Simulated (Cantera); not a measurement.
Input: 1 mol SiCl4, 1.8 mol NH3, 91 mol N2, held at 925 °C.

These are equilibrium values from Cantera (NASA tables, ideal gas, pure condensed phases), not measurements of a reactor. Candidate condensed phases: NH4Cl, Si, Si3N4; 28 gas species. Rates play no part.

Task: What share of the Si ends up in condensed phases as a function of P (Pa), at 5, 15, 45, 140, 410, 1200, 3700, 11000, 33000, 100000?

Result: 
```
P (Pa)  Si condensed (%)        as
------  ----------------  --------
5                   76.7  Si3N4(s)
15                  84.7  Si3N4(s)
45                  89.1  Si3N4(s)
140                 90.9  Si3N4(s)
410                 91.0  Si3N4(s)
1200                90.1  Si3N4(s)
3700                88.5  Si3N4(s)
11000               86.6  Si3N4(s)
33000               84.4  Si3N4(s)
100000              82.0  Si3N4(s)
```
